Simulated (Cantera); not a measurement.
A freely propagating, adiabatic, planar premixed flame of CH4 : H2 : O2 : N2 = 1 : 0.3 : 3.26 : 12.2 (molar parts), equivalence ratio 0.66, unburnt at 325 K and 0.960 bar; mixture-averaged transport, grid criteria slope 0.08 and curve 0.16, no radiation.

Detailed kinetics in Cantera: GRI-Mech 3.0 (53 species, 325 reactions). Burning velocities carry a grid error of a few per cent, more on coarse grids.

x: mole fraction of selected species; z is measured from the peak of heat release.

```tsv
z (mm)	T (K)	u (m/s)	x CH4	x H2	x O2	x H2O	x C2H6	x HCO
-1.96	325	0.235	0.0597	0.0174	0.195	3.67e-5	<1e-8	<1e-8
-1.31	329	0.237	0.0596	0.0163	0.195	0.000532	2.45e-7	<1e-8
-0.981	342	0.246	0.0590	0.0151	0.194	0.00216	1.55e-6	<1e-8
-0.654	420	0.303	0.0553	0.0129	0.189	0.0118	1.77e-5	<1e-8
-0.327	794	0.575	0.0375	0.00969	0.160	0.0519	0.000191	[?]
-0.163	1137	0.825	0.0203	0.00808	0.129	0.0854	0.000294	[?]
0	1461	1.06	0.00430	0.00579	0.0944	0.116	3.38e-5	[?]
0.163	1597	1.16	0.000218	0.00313	0.0774	0.128	6.77e-8	[?]
0.327	1654	1.19	6.72e-6	0.00213	0.0724	0.130	<1e-8	[?]
0.654	1716	1.23	1.00e-8	0.00145	0.0693	0.132	<1e-8	<1e-8
1.31	1766	1.27	<1e-8	0.000717	0.0678	0.135	<1e-8	<1e-8
2.61	1791	1.28	<1e-8	0.000243	0.0675	0.137	<1e-8	<1e-8
5.23	1801	1.29	<1e-8	7.47e-5	0.0675	0.137	<1e-8	<1e-8
```

Problem. Complete the blanks.

Solution. 
- -0.327, x HCO: 4.39e-8
- -0.163, x HCO: 1.62e-6
- 0, x HCO: 1.01e-5
- 0.163, x HCO: 2.00e-6
- 0.327, x HCO: 8.23e-8
